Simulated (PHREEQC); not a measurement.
1 kg of water holding 0.014 mol/kgw KCl, 0.026 mol/kgw KHCO3, 0.029 mol/kgw K2SO4 and 0.26 mol/kgw K2CO3 is evaporated at 25 °C; the solids stay in contact with the brine. The system is closed to CO2. The run lets Arcanite, Kalicinite, Misenite, Sylvite precipitate or redissolve, and no other solid.

Model: Pitzer model, pitzer.dat, run in PHREEQC.

```json
[
 {"water left (kg)": "1", "ionic strength": "0.906", "water activity": "0.986", "Arcanite (mol)": "0", "Cl in solution (mol/kgw)": "0.0140", "C in solution (mol/kgw)": "0.286", "S in solution (mol/kgw)": "0.0290", "pH": "10.77"},
 {"water left (kg)": "0.6755", "ionic strength": "…", "water activity": "0.980", "Arcanite (mol)": "0", "Cl in solution (mol/kgw)": "0.0207", "C in solution (mol/kgw)": "0.423", "S in solution (mol/kgw)": "0.0429", "pH": "10.74"},
 {"water left (kg)": "0.5552", "ionic strength": "1.63", "water activity": "0.976", "Arcanite (mol)": "0", "Cl in solution (mol/kgw)": "0.0252", "C in solution (mol/kgw)": "0.515", "S in solution (mol/kgw)": "0.0522", "pH": "10.73"},
 {"water left (kg)": "0.4563", "ionic strength": "1.99", "water activity": "0.971", "Arcanite (mol)": "0", "Cl in solution (mol/kgw)": "0.0307", "C in solution (mol/kgw)": "0.627", "S in solution (mol/kgw)": "0.0636", "pH": "10.72"},
 {"water left (kg)": "0.3083", "ionic strength": "2.94", "water activity": "0.957", "Arcanite (mol)": "0", "Cl in solution (mol/kgw)": "0.0454", "C in solution (mol/kgw)": "0.928", "S in solution (mol/kgw)": "0.0941", "pH": "10.72"},
 {"water left (kg)": "0.2082", "ionic strength": "4.36", "water activity": "0.934", "Arcanite (mol)": "0", "Cl in solution (mol/kgw)": "0.0672", "C in solution (mol/kgw)": "1.37", "S in solution (mol/kgw)": "…", "pH": "…"},
 {"water left (kg)": "0.1712", "ionic strength": "5.17", "water activity": "0.919", "Arcanite (mol)": "0.00711", "Cl in solution (mol/kgw)": "0.0818", "C in solution (mol/kgw)": "1.67", "S in solution (mol/kgw)": "…", "pH": "10.78"},
 {"water left (kg)": "0.1407", "ionic strength": "6.11", "water activity": "0.900", "Arcanite (mol)": "0.0156", "Cl in solution (mol/kgw)": "0.0995", "C in solution (mol/kgw)": "2.03", "S in solution (mol/kgw)": "…", "pH": "10.82"},
 {"water left (kg)": "0.09503", "ionic strength": "…", "water activity": "0.842", "Arcanite (mol)": "0.0248", "Cl in solution (mol/kgw)": "0.147", "C in solution (mol/kgw)": "3.01", "S in solution (mol/kgw)": "…", "pH": "10.97"},
 {"water left (kg)": "0.06419", "ionic strength": "12.8", "water activity": "0.741", "Arcanite (mol)": "0.0280", "Cl in solution (mol/kgw)": "0.218", "C in solution (mol/kgw)": "4.46", "S in solution (mol/kgw)": "0.0153", "pH": "11.25"},
 {"water left (kg)": "0.05277", "ionic strength": "15.6", "water activity": "0.668", "Arcanite (mol)": "0.0286", "Cl in solution (mol/kgw)": "0.265", "C in solution (mol/kgw)": "5.42", "S in solution (mol/kgw)": "0.00771", "pH": "11.44"}
]
```

Question: Some entries are withheld; supply them.

Answer: 
- 0.6755, ionic strength: 1.34
- 0.2082, S in solution (mol/kgw): 0.139
- 0.2082, pH: 10.75
- 0.1712, S in solution (mol/kgw): 0.128
- 0.1407, S in solution (mol/kgw): 0.0952
- 0.09503, ionic strength: 8.76
- 0.09503, S in solution (mol/kgw): 0.0446
